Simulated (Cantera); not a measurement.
Mixture: H2 : O2 : N2 = 1 : 0.455 : 2.41 (molar parts), at 22.0 bar, adiabatic and at constant pressure. Ignition delay is the time to a rise of 400 K.

Cantera simulation using GRI-Mech 3.0 (53 species, 325 reactions); the numbers are that mechanism's predictions, not measurements. The hydrogen kinetics of GRI-Mech 3.0 are dated; newer H2 mechanisms differ, most at raised pressure. The pressure lies above the range GRI-Mech 3.0 was tuned for (to about 10 atm). Below about 950 K walls govern HO2 and H2O2 in real vessels.

### Question
Predict: delay at 875 K; delay at 1075 K; delay at 1275 K; delay at 1475 K; delay at 1675 K; apparent activation energy between 1475 and 1675 K.

### Answer
| Property | Result |
|---|---|
| delay at 875 K | 0.155 s |
| delay at 1075 K | 1.38 ms |
| delay at 1275 K | 30.0 µs |
| delay at 1475 K | 1.21 µs |
| delay at 1675 K | 0.507 µs |
| apparent activation energy between 1475 and 1675 K | 89 kJ/mol |
